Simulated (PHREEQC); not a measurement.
Make-up at 86 °C: 0.017 mol/kgw HF, 0.023 mol/kgw H2SiF6 and 0.051 mol/kgw H2SO4. It is in equilibrium with CO2 at log p = -3.5 (atm). Otherwise closed; pH follows from the charge balance.

All values are PHREEQC results (ion-association model, wateq4f.dat), not measurements.

```json
[
 {"quantity": "pH", "before": "1.14", "after": "1.85"},
 {"quantity": "ionic strength (mol/kgw)", "before": "0.113", "after": "0.0196"},
 {"quantity": "HF (mol/kgw)", "before": "0.0433", "after": "0.0203"},
 {"quantity": "H2F2 (mol/kgw)", "before": "0.000442", "after": "9.49e-5"},
 {"quantity": "F- (mol/kgw)", "before": "0.000166", "after": "0.000339"},
 {"quantity": "HF2- (mol/kgw)", "before": "3.09e-5", "after": "2.90e-5"}
]
```

What was changed between the two runs?
(A) H2SiF6 left out
(B) H2SO4 left out
(C) HF left out
(D) diluted 5-fold with water
(E) diluted 2-fold with water

D, diluted 5-fold with water

Precipitation was switched off in this run. Some of these states are supersaturated (in Quartz (slow to form), Chalcedony (slow to form), for instance). Constants without temperature data keep their 25 °C values here. SiF6-2 is the database's only silicon fluoride.
